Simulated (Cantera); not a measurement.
Cantera run:

```python
import numpy as np
import cantera as ct

gas_names = """
    C CN C2 CCN CNC C2N2 C3 C4 C4N2 C5 N N2 Si SiC SiC2 SiN Si2 Si2C Si2N Si3
""".split()
cond_names = """
    C(gr) Si(cr) Si(L) SiC(b) Si3N4(a)
""".split()


# ... load() reads the species with a 1 bar reference pressure and builds the phases ...
atoms = {
    'Si3N4': {'Si': 3, 'N': 4},
    'C': {'C': 1},
    'N2': {'N': 2},
}
top_T = {'C(gr)': 4500, 'SiC(b)': 3050, 'Si3N4(a)': 2400}  # K; cautious upper limits of use, not melting points


# ... equilibrate(T, P, feed) seeds the gas with the atoms and calls Mixture.equilibrate('TP', solver="vcs", rtol=1e-11, max_steps=5000) ...
results = []
feed = {'Si3N4': 1, 'C': 0.016, 'N2': 8.6}  # mol
T = 1898  # K
for P in [1, 10, 100, 1000, 10000, 100000, 1000000]:
    mix = equilibrate(T, P, feed)
    results.append((T, P, feed, dict(zip(mix.species_names, mix.species_moles))))

top = {s: max(r[3][s] / sum(r[3][g] for g in gas_names) for r in results) for s in gas_names}
cols = sorted((s for s in top if top[s] > 0.0001), key=lambda s: -top[s])[:8]
seen = [c for c in cond_names if any(r[3].get(c, 0) > 1e-12 for r in results)]
print("log10 of partial pressures in bar; condensed amounts in mol")
print(f"{'P/Pa':>10s}" + "".join(f"{s[:9]:>10s}" for s in cols + seen))
for T, P, feed, n in results:
    ng = sum(n[g] for g in gas_names)
    print(f"{P:10.4g}" + "".join(f"{np.log10(max(n[s] / ng * P / 1e5, 1e-99)):10.3f}" for s in cols)
          + "".join(f"{n.get(c, 0):10.4g}" for c in seen))
```

Output:

```
log10 of partial pressures in bar; condensed amounts in mol
      P/Pa        N2        Si      Si2C       Si2      Si2N       SiN       Si3     C(gr)     Si(L)    SiC(b)  Si3N4(a)
         1    -5.108    -5.662    -7.946    -8.511    -9.279    -8.689    -9.909         0         0         0         0
        10    -4.059    -4.911    -6.881    -7.008    -7.252    -7.413    -7.654         0     1.428         0         0
       100    -3.006    -4.911    -6.671    -7.008    -6.725    -6.886    -7.654         0     2.842    0.0137         0
      1000    -2.001    -4.911    -6.671    -7.008    -6.223    -6.384    -7.654         0     2.969   0.01577         0
     1e+04    -1.000    -5.176    -6.936    -7.538    -6.253    -6.149    -8.450         0         0   0.01599    0.9944
     1e+05    -0.000    -5.843    -7.603    -8.872    -7.086    -6.315   -10.450         0         0     0.016    0.9947
     1e+06     1.000    -6.509    -8.434   -10.205    -7.919    -6.482   -12.450   0.01599         0         0         1
```

These are equilibrium values from Cantera (NASA tables, ideal gas, pure condensed phases), not measurements of a reactor. Mutual solubility and eutectic melting of coexisting phases are not modelled. The tables' values for SiN are old estimates; treat these amounts as uncertain.
